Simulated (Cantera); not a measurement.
# Carbothermic reduction: Fe₂O₃ + C + H₂

Charge: 1 mol Fe₂O₃, 1.4 mol C, 16 mol H₂, at 0.180 Torr.

These are equilibrium values from Cantera (NASA tables, ideal gas, pure condensed phases), not measurements of a reactor. Candidate condensed phases: C, C₆H₆, C₇H₈, C₈H₁₈, Fe, Fe(CO)₅, FeO, Fe(OH)₂, Fe(OH)₃, Fe₂O₃, Fe₃O₄, H₂O; 114 gas species. Kinetics and transport are ignored.

```csv
T (K),x H₂,x Fe,x H₂O,x CO,x H,x CO₂,n Fe(α),n Fe(γ),n Fe(δ)
973,0.838,1.59e-11,0.0811,0.0696,6.39e-8,0.0109,2.00,0,0
1073,0.835,1.73e-9,0.0840,0.0726,8.27e-7,0.00791,2.00,0,0
1173,0.834,8.18e-8,0.0859,0.0744,6.95e-6,0.00603,2.00,0,0
1273,0.832,2.07e-6,0.0872,0.0757,4.20e-5,0.00479,0,2.00,0
1373,0.831,3.25e-5,0.0880,0.0765,0.000196,0.00393,0,2.00,0
1473,0.830,0.000348,0.0886,0.0771,0.000744,0.00332,0,1.99,0
1573,0.826,0.00274,0.0887,0.0773,0.00239,0.00287,0,1.95,0
1673,0.810,0.0167,0.0876,0.0764,0.00662,0.00250,0,0,1.70
1773,0.747,0.0824,0.0813,0.0711,0.0159,0.00209,0,0,0.422
1873,0.714,0.101,0.0787,0.0690,0.0352,0.00185,0,0,0
1973,0.682,0.0991,0.0767,0.0678,0.0719,0.00170,0,0,0
```
x: gas mole fraction; n: condensed amount in mol.

From 973 K to 1173 K the condensed part is Fe(α). From 1273 K to 1573 K the condensed part is Fe(γ). From 1673 K to 1773 K the condensed part is Fe(δ). From 1873 K to 1973 K nothing is condensed.
